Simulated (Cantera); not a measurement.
A diamond (100) surface in a fixed gas of H2 with x(CH4) = 0.012, x(H) = 0.014, x(CH3) = 1.2e-05, at 1300 K; coverages are run to steady state.

Model: the Harris–Goodwin 1993 mechanism for the reconstructed diamond (100) surface, integrated in Cantera.

θ: site fractions in the mechanism's names (c6HH fully hydrogenated, c6H* and c6*H radical sites, c6** diradical, c6HM methylated).

| P (Pa) | growth (µm/h) | θ c6HH | θ c6H* | θ c6*H | θ c6** |
|---|---|---|---|---|---|
| 720 | ___ | 0.379 | 0.0492 | 0.526 | 0.0460 |
| 1100 | ___ | 0.379 | 0.0493 | 0.526 | 0.0460 |
| 1700 | ___ | 0.379 | 0.0493 | 0.526 | 0.0460 |
| 2600 | ___ | 0.379 | 0.0493 | 0.526 | 0.0460 |
| 3900 | ___ | 0.379 | 0.0493 | 0.526 | 0.0460 |
| 5900 | ___ | 0.379 | 0.0494 | 0.526 | 0.0460 |
| 9100 | ___ | 0.379 | 0.0495 | 0.526 | 0.0461 |
| 14000 | ___ | 0.379 | 0.0496 | 0.526 | 0.0461 |

Problem. Some entries are withheld; supply them.

Solution. 
- 720, growth (µm/h): 0.0147
- 1100, growth (µm/h): 0.0252
- 1700, growth (µm/h): 0.0446
- 2600, growth (µm/h): 0.0800
- 3900, growth (µm/h): 0.143
- 5900, growth (µm/h): 0.265
- 9100, growth (µm/h): 0.510
- 14000, growth (µm/h): 0.976
